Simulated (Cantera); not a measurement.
Input: 1 mol PbO, 0.83 mol H2, held at 1.35 Torr.

These are equilibrium values from Cantera (NASA tables, ideal gas, pure condensed phases), not measurements of a reactor. Candidate condensed phases: H2O, Pb, PbO, PbO2, Pb3O4; 12 gas species. Mutual solubility and eutectic melting of coexisting phases are not modelled. Gases not in the tables: (PbO)n polymers. The numbers say what is thermodynamically allowed, not how fast it happens.

### Question
Which condensed phases are stable at each of these points (T (K)): 923, 998, 1073, 1148, 1223, 1298, 1373, 1448, 1523?

### Answer
```csv
T (K),condensed phases,Pb condensed (%)
923,Pb(l) + PbO(yellow),99.9
998,Pb(l) + PbO(yellow),99.3
1073,Pb(l) + PbO(yellow),96.3
1148,Pb(l) + PbO(yellow),83.3
1223,PbO(l),6.4
1298,gas only,0.0
1373,gas only,0.0
1448,gas only,0.0
1523,gas only,0.0
```

From 923 K to 1148 K the condensed part is Pb(l) + PbO(yellow). At 1223 K the condensed part is PbO(l). From 1298 K to 1523 K nothing is condensed.
